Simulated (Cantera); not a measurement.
## Gas activation for diamond growth

An isothermal, constant-pressure homogeneous reactor starts with 1.40 % CH₄, 93.4 % H₂, 5.23 % H, at 2575 K and 0.227 atm.

Model: GRI-Mech 3.0 (53 species, 325 reactions), integrated in Cantera. GRI-Mech 3.0 stops at C3 and has no aromatics, soot or wall deposition, so with more carbon than oxygen in the feed, carbon stays in small species such as C2H2 where larger ones or solid carbon would form.

```tsv
t (s)	x CH₄	x H₂	x H	x C₂H₆	x C₂H₄
0.000400	0.000475	0.944	0.0483	6.14e-9	1.93e-6
0.00102	0.000146	0.940	0.0534	6.35e-10	1.17e-6
0.00262	4.50e-5	0.933	0.0604	6.71e-11	9.60e-7
0.00669	2.09e-5	0.926	0.0674	1.66e-11	8.41e-7
0.0171	1.82e-5	0.923	0.0698	1.31e-11	8.06e-7
0.0437	1.82e-5	0.923	0.0699	1.31e-11	8.04e-7
0.112	1.82e-5	0.923	0.0699	1.31e-11	8.04e-7
0.286	1.82e-5	0.923	0.0699	1.31e-11	8.04e-7
0.732	1.82e-5	0.923	0.0699	1.31e-11	8.04e-7
1.87	1.82e-5	0.923	0.0699	1.31e-11	8.04e-7
4.78	1.82e-5	0.923	0.0699	1.31e-11	8.04e-7
12.2	1.82e-5	0.923	0.0699	1.31e-11	8.04e-7
31.3	1.82e-5	0.923	0.0699	1.31e-11	8.04e-7
80.0	1.82e-5	0.923	0.0699	1.31e-11	8.04e-7
```
x: mole fraction; the columns are a selection and need not sum to one.

Equilibrium at this temperature and pressure: CH₄ 1.84e-5, H₂ 0.923, H 0.0699, C₂H₆ 1.34e-11, C₂H₄ 8.04e-7 (gas phase only).
